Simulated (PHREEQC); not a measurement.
0.053 g of hydrous ferric oxide (600 m²/g; 0.2 weak and 0.005 strong sites per Fe, Dzombak-Morel constants, diffuse double layer) in 1 kg of water with 0.05 mol/kgw of an inert sodium salt and 1.6e-06 mol ZnSO4, at 25 °C; the pH is set by adding NaOH or the inert anion's acid. O2 is buffered at 0.21 atm. The system is closed to CO2. Precipitation was switched off in this run.

The series has 17 steps of pH, from 3 to 9.

The numbers come from PHREEQC with the ion-association model, wateq4f.dat.

Q: Near which pH is half of the S sorbed, and on which side is more sorbed?

A: Near pH 5.8, with more sorbed at lower pH.

Q: Near which pH is half of the Zn sorbed, and on which side is more sorbed?

A: Near pH 6.5, with more sorbed at higher pH.

The oxide is taken as insoluble; below pH 4 it would dissolve.
